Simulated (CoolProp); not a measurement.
A closed Brayton cycle with dry air: compressor inlet 311.15 K and 3.9 MPa, high pressure 12.5 MPa, turbine inlet 925 K, compressor efficiency 0.89, turbine efficiency 0.85, recuperator effectiveness 0.8 (on enthalpy, no pinch check). Each further row changes one setting.

Model: reference Helmholtz-energy equation of state, Lemmon 2000, in CoolProp. It is a pseudo-pure fit of the blend.

```tsv
case	thermal efficiency (%)	net work (kJ/kg)	compressor to turbine work	compressor exit (K)	turbine exit (K)
as stated	?	91.4	0.61	450.6	719.3
turbine inlet 875 K	28.8	78.7	0.64	450.6	678.7
compressor inlet 321.15 K	29.8	86.6	0.63	464.8	719.3
high pressure 10.6 MPa	31.1	?	0.58	428.0	?
recuperator effectiveness 0.5	24.0	91.4	0.61	450.6	719.3
```

Q: Some entries are withheld; supply them.

A: 
- as stated, thermal efficiency (%): 31.0
- high pressure 10.6 MPa, net work (kJ/kg): 85.6
- high pressure 10.6 MPa, turbine exit (K): 745.2
